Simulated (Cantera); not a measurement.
An isothermal, constant-pressure homogeneous reactor starts with C2H6 : N2 = 1 : 3.6 (molar parts), at 1600 K and 0.000464 atm.

Model: GRI-Mech 3.0 (53 species, 325 reactions), integrated in Cantera. GRI-Mech 3.0 stops at C3 and has no aromatics, soot or wall deposition, so with more carbon than oxygen in the feed, carbon stays in small species such as C2H2 where larger ones or solid carbon would form. Radical loss at walls, strong at low pressure, is not modelled.

Q: Predict: x(C2H6) at 1.00 s; x(CH3) at 1.00 s; x(C2H) at 1.00 s; x(CH4) at 1.00 s; x(CH2) at 1.00 s; x(H2) at 1.00 s.

A: 
- x(C2H6) at 1.00 s: 7.34e-6 (gas-phase equilibrium <1e-12)
- x(CH3) at 1.00 s: 0.00130 (gas-phase equilibrium 6.88e-7)
- x(C2H) at 1.00 s: 4.83e-7 (gas-phase equilibrium 1.45e-6)
- x(CH4) at 1.00 s: 0.0585 (gas-phase equilibrium 7.38e-6)
- x(CH2) at 1.00 s: 1.02e-6 (gas-phase equilibrium 2.95e-9)
- x(H2) at 1.00 s: 0.230 (gas-phase equilibrium 0.302)
